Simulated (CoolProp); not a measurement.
Vapour-liquid equilibrium of ethanol (1) + hexamethyldisiloxane (MM) (2) at 371.9 K; x and y are mole fractions of (1).

Computed with CoolProp (multi-fluid Helmholtz-energy mixture model, Schroeder 2014 and Thol 2016; pair parameters Bell 2016).

Question: Give the bubble pressure and the first vapour's composition at x = 0.05, 0.55, 0.65. Is there an azeotrope?

Answer: x = 0.05: 0.1274 MPa, y = 0.265; x = 0.55: 0.2190 MPa, y = 0.684; x = 0.65: 0.2230 MPa, y = 0.719. y crosses x between x = 0.75 and 0.85: the model has an azeotrope there.

Pair parameters are fitted to limited data, so mixtures are less certain than the pure fluids. With so large a gap from Raoult's law the liquid may split in two, which this calculation doesn't test in full.
